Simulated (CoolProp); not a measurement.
A simple Rankine cycle with isobutene: condensing at 308.15 K, boiler at 3.03 MPa, turbine inlet 549 K, turbine efficiency 0.7, pump efficiency 0.6, no recuperator. Each further row changes one setting.

The numbers come from the reference Helmholtz-energy equation of state, Lemmon 2005 in CoolProp. It is a short technical equation, of lower accuracy than the large ones.

```json
[
 {"case": "as stated", "thermal efficiency (%)": "11.3", "net work (kJ/kg)": "92.8", "heat in (kJ/kg)": "825", "turbine exit temperature (K)": "495.7", "volume ratio over the turbine": "7.34"},
 {"case": "condensing temperature 300.15 K", "thermal efficiency (%)": "12.3", "net work (kJ/kg)": "104", "heat in (kJ/kg)": "844", "turbine exit temperature (K)": "490.5", "volume ratio over the turbine": "9.19"},
 {"case": "boiler pressure 2.12 MPa", "thermal efficiency (%)": "9.6", "net work (kJ/kg)": "80.0", "heat in (kJ/kg)": "837", "turbine exit temperature (K)": "506.7", "volume ratio over the turbine": "5.08"},
 {"case": "turbine efficiency 0.6", "thermal efficiency (%)": "9.5", "net work (kJ/kg)": "78.5", "heat in (kJ/kg)": "825", "turbine exit temperature (K)": "501.9", "volume ratio over the turbine": "7.44"}
]
```
